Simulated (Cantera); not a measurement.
## TEOS + CO₂ (silicon oxide and oxynitride deposition)

Feed: 1 mol TEOS, 0.56 mol CO₂, equilibrated at 302 °C and 6100 Pa.

These are equilibrium values from Cantera (NASA tables, ideal gas, pure condensed phases), not measurements of a reactor. Candidate condensed phases: C, C₆H₆, C₇H₈, C₈H₁₈, H₂O, Si, SiC, SiO₂; 123 gas species. The feed counts by its element totals alone. The numbers say what is thermodynamically allowed, not how fast it happens.

```yaml
x(CH₄): 0.417
x(H₂O): 0.358
x(H₂): 0.188
x(CO₂): 0.0360
x(CO): 0.000475
n(C(graphite)): 5.27 mol
n(SiO₂(α-quartz)): 1.00 mol
gas_amount: 7.242 mol
log10 activity of Si(s) (absent): -34.66
```
